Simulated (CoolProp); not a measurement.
R410A at several states: Z from the reference equation and from simpler models built on Tc = 71.3 °C, pc = 4.901 MPa, ω = 0.296; each cubic takes its own stable root.

Computed with CoolProp (reference Helmholtz-energy equation of state, Lemmon 2003). It is a pseudo-pure fit of the blend.

| T (°C) | p (MPa) | phase | reference |
|---|---|---|---|
| -47.85 | 0.0633 | gas | 0.9748 |
| 197.85 | 0.0258 | gas | 0.9994 |
| 211.35 | 0.293 | gas | 0.9938 |
| 39.15 | 4.64 | liquid | 0.1281 |
| 207.45 | 0.373 | gas | 0.9919 |

Task: How far does each simpler model (van der Waals, Redlich-Kwong, Soave-Redlich-Kwong, Peng-Robinson) lie from the reference over these 5 states: mean and median of the absolute difference, and the worst?

Result: 
- van der Waals: mean 15.4 %, median 0.2 %, worst +75.3 % at 39.15 °C and 4.64 MPa
- Redlich-Kwong: mean 6.5 %, median 0.1 %, worst +31.0 % at 39.15 °C and 4.64 MPa
- Soave-Redlich-Kwong: mean 5.2 %, median 0.1 %, worst +24.7 % at 39.15 °C and 4.64 MPa
- Peng-Robinson: mean 2.3 %, median 0.1 %, worst +10.4 % at 39.15 °C and 4.64 MPa
